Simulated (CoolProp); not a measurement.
Vapour-liquid equilibrium of R125 (1) + dimethyl ether (2) at 0.836 bar; x and y are mole fractions of (1).

Computed with CoolProp (multi-fluid Helmholtz-energy mixture model, Lemmon 2005 and Wu 2011; pair parameters Bell 2016).

```tsv
x	bubble temperature (K)	y at the bubble point	dew temperature at overall composition x (K)	liquid density (mol/L)
0.05	243.4	0.076	243.6	15.89
0.2	241.3	0.303	242.3	15.34
0.35	238.4	0.526	240.7	14.82
0.5	234.6	0.721	238.8	14.34
0.65	230.3	0.866	236.2	13.88
0.8	225.9	0.953	232.6	13.41
0.95	222.2	0.993	226.1	12.91
```

No azeotrope shows between x = 0.05 and 0.95.

Pair parameters are fitted to limited data, so mixtures are less certain than the pure fluids.
